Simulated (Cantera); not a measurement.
An isothermal, constant-pressure homogeneous reactor starts with N2O : H2O = 1 : 0.0074 (molar parts), at 1425 K and 0.0148 atm.

Computed with Cantera and GRI-Mech 3.0 (53 species, 325 reactions). GRI-Mech 3.0 was tuned for natural gas; its chemistry of N2O as a main component is partial and can be far from experiment. Radical loss at walls, strong at low pressure, is not modelled. The temperature is held fixed by assumption; the heat of reaction is taken as removed at once.

One state of this run: x N2O = 0.128; x H2O = 0.00519; x O = 3.06e-5; x N2 = 0.522; x OH = 6.20e-5. x: mole fraction; the columns are a selection and need not sum to one.

Task: Which value of t (s) does it belong to?
A. 0.0232
B. 3.00e-6
C. 5.00
D. 0.835

Result: C, 5.00
